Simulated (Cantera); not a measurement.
A Cantera script and what it prints.

```python
import numpy as np
import cantera as ct

gas_names = """
    CL CL2 H HCL H2 Si SiCL SiCL2 SiCL3 SiCL4 SiH SiHCL3 SiH2 SiH2CL2 SiH3 SiH3CL SiH4 Si2 Si3
""".split()
cond_names = """
    Si(cr) Si(L)
""".split()


def load(file, names, dense=False):
    # The tables refer to 1 bar. Condensed volumes are neglected.
    table = {s.name: s for s in ct.Species.list_from_file(file)}
    out = []
    for n in names:
        d = dict(table[n].input_data)
        d["thermo"] = dict(d["thermo"], **{"reference-pressure": 1e5})
        if dense:
            d["equation-of-state"] = {"model": "constant-volume", "density": "1e6 g/cm^3"}
        out.append(ct.Species.from_dict(d))
    return out


gas = ct.Solution(thermo="ideal-gas", species=load("nasa_gas.yaml", gas_names))
cond = {s.name: ct.Solution(thermo="fixed-stoichiometry", species=[s], name=s.name)
        for s in load("nasa_condensed.yaml", cond_names, dense=True)}
atoms = {
    'SiHCl3': {'Si': 1, 'H': 1, 'CL': 3},
    'H2': {'H': 2},
}
top_T = {}  # K; cautious upper limits of use, not melting points


def equilibrate(T, P, feed):
    n = {}
    for name, mol in feed.items():
        for a, k in atoms[name].items():
            n[a] = n.get(a, 0.0) + k * mol
    gas.TPX = T, P, n
    mass = sum(n.values()) * gas.mean_molecular_weight
    gas.equilibrate("TP")
    valid = [c for c in cond.values() if c.min_temp <= T <= top_T.get(c.name, c.max_temp)]
    mix = ct.Mixture([(gas, mass / gas.mean_molecular_weight)] + [(c, 0.0) for c in valid])
    mix.T, mix.P = T, P
    mix.equilibrate("TP", solver="vcs", rtol=1e-11, max_steps=5000)
    return mix


results = []
feed = {'SiHCl3': 1, 'H2': 55}  # mol
T = 1500  # K
P = 1000  # Pa
mix = equilibrate(T, P, feed)
results.append((T, P, feed, dict(zip(mix.species_names, mix.species_moles))))
print(gas.report(threshold=1e-05))
for i in range(1, mix.n_phases):
    print(f"{mix.phase(i).name:16s} {mix.phase_moles(i):12.5e} mol")
```

Output:

```
       temperature   1500 K
          pressure   1000 Pa
           density   0.00031994 kg/m^3
  mean mol. weight   3.9901 kg/kmol
   phase of matter   gas

                          1 kg             1 kmol
                     ---------------   ---------------
          enthalpy        7.9768e+06        3.1828e+07  J
   internal energy        4.8512e+06        1.9357e+07  J
           entropy             55732        2.2238e+05  J/K
    Gibbs function       -7.5622e+07       -3.0174e+08  J
 heat capacity c_p            8163.6             32574  J/K
 heat capacity c_v            6079.8             24259  J/K

                      mass frac. Y      mole frac. X     chem. pot. / RT
                     ---------------   ---------------   ---------------
                 H        4.3411e-05        0.00017184           -11.628
               HCL           0.37512          0.041055           -40.603
                H2           0.48151           0.95301           -23.256
             SiCL2            0.1409         0.0056799           -62.534
             SiCL3         0.0020046        5.9497e-05           -91.509
     [  +14 minor]        0.00042039        2.0781e-05

Si(cr)            6.71995e-01 mol
```

These are equilibrium values from Cantera (NASA tables, ideal gas, pure condensed phases), not measurements of a reactor. The tables' values for SiCl3 are old estimates; treat these amounts as uncertain.
